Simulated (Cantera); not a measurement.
A closed system holds: 1 mol C2H4, 39 mol H2, held at 1048 K and 6.40 bar.

Method: chemical equilibrium by Gibbs-energy minimisation in Cantera with the NASA 1993 tables (ideal gas, pure condensed phases). Candidate condensed phases: C, C6H6, C7H8, C8H18; 76 gas species. Equilibrium is a limit: real reactors are often held back by kinetics, nucleation or transport.

Base state: H2 0.949, CH4 0.0513 (mole fractions); condensed: gas only.

What changes in the equilibrium state with this change: temperature from 1048 K to 2098 K?


| species | before | after |
|---|---|---|
| H2 | 0.949 | 0.995 |
| CH4 | 0.0513 | 0.00210 |
| C2H2 (acetylene) | <1e-9 | 0.00142 |
| H | 2.97e-9 | 0.00121 |
| CH3 | 2.86e-9 | 5.00e-5 |
| C2H4 | 9.76e-8 | 3.62e-5 |
| C(graphite), mol | 0 | 1.79 |
